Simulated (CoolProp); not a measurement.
Properties of propylene along the isobar 733 kPa (Tc = 91.1 °C, pc = 4555 kPa, ω = 0.146).

Values from CoolProp's reference Helmholtz-energy equation of state, Lemmon 2013.

```csv
T (°C),phase,density (kg/m³),cv (kJ/(kg K)),viscosity (µPa s),conductivity (mW/(m K)),fugacity coefficient
-132.65,liquid,708.6,1.379,776,176,0.0001774
-103.45,liquid,676.0,1.338,420,167,0.004200
-74.15,liquid,642.5,1.338,271,157,0.03489
-44.85,liquid,607.3,1.372,191,145,0.1540
-15.65,liquid,569.1,1.431,141,131,0.4519
13.65,gas,14.90,1.377,8.30,16.6,0.8840
42.95,gas,12.94,1.450,9.20,19.6,0.9148
72.15,gas,11.53,1.540,10.1,23.0,0.9354
101.45,gas,10.45,1.639,10.9,26.6,0.9499
130.75,gas,9.575,1.741,11.7,30.3,0.9605
159.95,gas,8.851,1.843,12.5,34.3,0.9685
```

Viscosity comes from a separate model (Huber 2003), an estimate that may be off by 10 % or more. Thermal conductivity comes from a separate model (Huber 2003), an estimate that may be off by 10 % or more.
